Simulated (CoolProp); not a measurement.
A closed Brayton cycle with nitrogen: compressor inlet 311.15 K and 7.9 MPa, high pressure 20.2 MPa, turbine inlet 860 K, compressor efficiency 0.8, turbine efficiency 0.93, recuperator effectiveness 0.9 (on enthalpy, no pinch check). Each further row changes one setting.

Computed with CoolProp (reference Helmholtz-energy equation of state, Span 2000).

```
case                           thermal efficiency (%)  net work (kJ/kg)  compressor to turbine work  compressor exit (K)  turbine exit (K)
-----------------------------  ----------------------  ----------------  --------------------------  -------------------  ----------------
as stated                                        32.3              77.5                        0.63                432.0             682.5
turbine inlet 810 K                              29.3              65.4                        0.67                432.0                 ?
compressor inlet 321.15 K                        30.7                 ?                           ?                445.9             682.5
high pressure 17.2 MPa                           33.0                 ?                           ?                    ?             710.3
recuperator effectiveness 0.5                    22.1              77.5                        0.63                432.0             682.5
```

### Question
Fill in the missing entries.

### Answer

- turbine inlet 810 K, turbine exit (K): 641.2
- compressor inlet 321.15 K, net work (kJ/kg): 72.9
- compressor inlet 321.15 K, compressor to turbine work: 0.65
- high pressure 17.2 MPa, net work (kJ/kg): 70.4
- high pressure 17.2 MPa, compressor to turbine work: 0.60
- high pressure 17.2 MPa, compressor exit (K): 408.9
